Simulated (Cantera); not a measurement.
Cantera run:

```python
import numpy as np
import cantera as ct

gas_names = """
    CL CL2 H HCL H2 Si SiCL SiCL2 SiCL3 SiCL4 SiH SiHCL3 SiH2 SiH2CL2 SiH3 SiH3CL SiH4 Si2 Si3
""".split()
cond_names = """
    Si(cr) Si(L)
""".split()


# ... load() reads the species with a 1 bar reference pressure and builds the phases ...
atoms = {
    'Si': {'Si': 1},
    'HCl': {'H': 1, 'CL': 1},
    'H2': {'H': 2},
}
top_T = {}  # K; cautious upper limits of use, not melting points


# ... equilibrate(T, P, feed) seeds the gas with the atoms and calls Mixture.equilibrate('TP', solver="vcs", rtol=1e-11, max_steps=5000) ...
results = []
feed = {'Si': 1, 'HCl': 6, 'H2': 0.23}  # mol
P = 2400000  # Pa
for T in [898, 948, 998, 1048, 1098, 1148, 1198, 1248, 1298, 1348, 1398, 1448, 1498]:
    mix = equilibrate(T, P, feed)
    results.append((T, P, feed, dict(zip(mix.species_names, mix.species_moles))))

top = {s: max(r[3][s] / sum(r[3][g] for g in gas_names) for r in results) for s in gas_names}
cols = sorted((s for s in top if top[s] > 1e-06), key=lambda s: -top[s])[:5]
seen = [c for c in cond_names if any(r[3].get(c, 0) > 1e-12 for r in results)]
print("log10 of partial pressures in bar; condensed amounts in mol")
print(f"{'T/K':>10s}" + "".join(f"{s[:9]:>10s}" for s in cols + seen))
for T, P, feed, n in results:
    ng = sum(n[g] for g in gas_names)
    print(f"{T:10.4g}" + "".join(f"{np.log10(max(n[s] / ng * P / 1e5, 1e-99)):10.3f}" for s in cols)
          + "".join(f"{n.get(c, 0):10.4g}" for c in seen))
```

It prints:

```
log10 of partial pressures in bar; condensed amounts in mol
       T/K        H2       HCL     SiCL4    SiHCL3     SiCL3
       898     1.009     0.963     0.660    -1.849    -4.749
       948     1.009     0.964     0.660    -1.642    -4.212
       998     1.009     0.964     0.658    -1.457    -3.732
      1048     1.008     0.965     0.657    -1.291    -3.299
      1098     1.007     0.966     0.655    -1.142    -2.907
      1148     1.006     0.967     0.652    -1.007    -2.552
      1198     1.004     0.969     0.649    -0.887    -2.228
      1248     1.002     0.971     0.644    -0.778    -1.933
      1298     1.000     0.974     0.639    -0.680    -1.664
      1348     0.998     0.976     0.632    -0.593    -1.417
      1398     0.994     0.980     0.624    -0.515    -1.193
      1448     0.990     0.984     0.613    -0.448    -0.988
      1498     0.986     0.989     0.600    -0.392    -0.803
```

These are equilibrium values from Cantera (NASA tables, ideal gas, pure condensed phases), not measurements of a reactor. The tables' values for SiCl3 are old estimates; treat these amounts as uncertain.
